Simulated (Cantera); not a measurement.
Feed: 1 mol AlN, 1.1 mol Cl₂, 9.4 mol H₂, held at 1498.15 K and 0.0100 bar.

Cantera equilibrium calculation (NASA polynomials, part measured and part estimated; ideal gas, pure solids and liquids). Candidate condensed phases: Al, AlCl₃, AlN, NH₄Cl; 20 gas species. The tables' values for AlCl₂ are old estimates; treat these amounts as uncertain. The numbers say what is thermodynamically allowed, not how fast it happens.

Base state: H₂ 0.838, HCl 0.0625, N₂ 0.0332, AlCl₃ 0.0323, AlCl 0.0242, AlCl₂ 0.00998, H 0.000158 (mole fractions); condensed: AlN(s).

Question: What changes in the equilibrium state with this change: temperature from 1498.15 K to 1073.15 K?

Answer: 
```csv
species,before,after
H₂,0.838,0.857
HCl,0.0625,0.0762
AlCl₃,0.0323,0.0444
AlCl,0.0242,5.01e-7
N₂,0.0332,0.0222
H,0.000158,1.30e-7
AlCl₂,0.00998,1.72e-5
"AlN(s), mol",0.282,0.533
```

Question: What changes in the equilibrium state with this change: pressure from 0.0100 bar to 0.100 bar?

Answer: 
```json
[
 {"species": "H₂", "before": "0.838", "after": "0.857"},
 {"species": "HCl", "before": "0.0625", "after": "0.0668"},
 {"species": "AlCl₃", "before": "0.0323", "after": "0.0436"},
 {"species": "AlCl", "before": "0.0242", "after": "0.00292"},
 {"species": "N₂", "before": "0.0332", "after": "0.0253"},
 {"species": "H", "before": "0.000158", "after": "5.04e-5"},
 {"species": "AlCl₂", "before": "0.00998", "after": "0.00403"},
 {"species": "AlN(s), mol", "before": "0.282", "after": "0.467"}
]
```
